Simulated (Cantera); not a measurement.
Cantera with NASA thermochemical tables; ideal gases at 1 bar, condensed phases pure. Values are per mole of reaction as written; species without (g) are pure solids or liquids, kept so even where they would boil at 1 bar. The tables' values for C₂F₄ are old estimates.

2 CuF₂ + C₂F₄(g) = 2 CF₄(g) + 2 Cu, with ΔH° = -129.9 kJ and ΔS° = 134.0 J/K at 300 K.

Question: How far is the shortcut ΔG° ≈ ΔH°(300 K) − T·ΔS°(300 K) from the full temperature-dependent value at 1825, 1925, 2025, 2125, 2225, 2325, 2425, 2525, 2625 K?

Answer: 
```
T (K)  shortcut (kJ)  full (kJ)  difference (kJ)  difference in log10 K  condensed phases
-----  -------------  ---------  ---------------  ---------------------  ----------------
1825          -374.4     -232.7           -141.7                   4.06    CuF₂(l), Cu(l)
1925          -387.8     -229.4           -158.4                   4.30    CuF₂(l), Cu(l)
2025          -401.2     -225.8           -175.4                   4.53    CuF₂(l), Cu(l)
2125          -414.6     -221.9           -192.7                   4.74    CuF₂(l), Cu(l)
2225          -428.0     -217.8           -210.2                   4.93    CuF₂(l), Cu(l)
2325          -441.4     -213.5           -228.0                   5.12    CuF₂(l), Cu(l)
2425          -454.8     -208.9           -245.9                   5.30    CuF₂(l), Cu(l)
2525          -468.2     -204.1           -264.1                   5.46    CuF₂(l), Cu(l)
2625          -481.6     -199.1           -282.5                   5.62    CuF₂(l), Cu(l)
```
The shortcut ignores heat capacities and the phase changes listed.
